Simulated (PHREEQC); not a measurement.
Dissolve 0.55 mol/kgw NaHSO4 and 0.2 mol/kgw KOH at 75 °C. Closed to the air; pH follows from the charge balance.

All values are PHREEQC results (ion-association model, wateq4f.dat), not measurements.

This is a speciation only: nothing precipitates in the calculation.

Problem. Order these S species by the share of S that they hold, largest first: KSO4-, NaSO4-, HSO4-, SO4-2.

Solution. HSO4- (57 %), SO4-2 (24 %), NaSO4- (12 %), KSO4- (7.5 %)

The pH is 1.54 and the ionic strength 0.816 mol/kgw. The ionic strength is past about 0.7 mol/kgw, beyond the range of this activity model, so the values are rough. Species that the database lacks are ignored. Constants without temperature data keep their 25 °C values here.
